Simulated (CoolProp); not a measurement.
Ammonia at several states: fugacity coefficient from the reference equation and from simpler models built on Tc = 132.4 °C, pc = 11.36 MPa, ω = 0.256; each cubic takes its own stable root.

Model: reference Helmholtz-energy equation of state, Gao 2020, in CoolProp.

```csv
T (°C),p (MPa),phase,reference
398.15,0.274,gas,0.9988
54.55,0.465,gas,0.9669
197.95,2.47,gas,0.9540
```

Problem. How far does each simpler model (van der Waals, Redlich-Kwong, Soave-Redlich-Kwong, Peng-Robinson) lie from the reference over these 3 states: mean and median of the absolute difference, and the worst?

Solution. 
- van der Waals: mean 0.5 %, median 0.2 %, worst +1.3 % at 54.55 °C and 0.465 MPa
- Redlich-Kwong: mean 0.3 %, median 0.1 %, worst +0.8 % at 54.55 °C and 0.465 MPa
- Soave-Redlich-Kwong: mean 0.3 %, median 0.3 %, worst +0.6 % at 54.55 °C and 0.465 MPa
- Peng-Robinson: mean 0.3 %, median 0.4 %, worst +0.4 % at 54.55 °C and 0.465 MPa
